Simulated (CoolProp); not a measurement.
Model: reference Helmholtz-energy equation of state, Lemmon 2006, in CoolProp. It is a short technical equation, of lower accuracy than the large ones.

For isohexane, give the phase and the cv (kJ/(kg K)), fugacity coefficient at 475.3 K and 8.76 bar; 272.3 K and 10.9 bar; 205 K and 2.33 bar.


- 475.3 K and 8.76 bar: gas; cv 2.40, fugacity coefficient 0.885
- 272.3 K and 10.9 bar: liquid; cv 1.63, fugacity coefficient 0.00830
- 205 K and 2.33 bar: liquid; cv 1.38, fugacity coefficient 0.000295
